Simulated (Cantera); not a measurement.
**Transport properties of process gases**

Gas mixture: NH₃ = 0.9 (molar parts), at 3.38 Torr, frozen composition.

Cantera's kinetic-theory transport with the Lennard-Jones parameters of GRI-Mech 3.0, ideal gas; thermal conductivity in the mixture-averaged form. Polar gases are described roughly by these parameters. The composition is frozen, though it would react at the higher temperatures.

```csv
T (K),ρ (kg/m³),cp (J/kg/K),μ (µPa s),λ (mW/m/K),Pr,D (cm²/s) CO₂,D (cm²/s) NO,D (cm²/s) CH₄
400,0.00230,2269,13.9,44.3,0.713,63.2,85.0,87.1
600,0.00154,2662,20.9,77.4,0.719,138,178,186
800,0.00115,3009,27.5,115,0.721,235,297,312
1000,0.000922,3319,33.6,154,0.725,352,437,462
1200,0.000768,3580,39.3,194,0.727,485,597,634
1400,0.000658,3802,44.6,233,0.728,635,775,825
1600,0.000576,3990,49.6,271,0.730,799,971,1040
```
D: mixture-averaged diffusion coefficient of that species in the mixture.
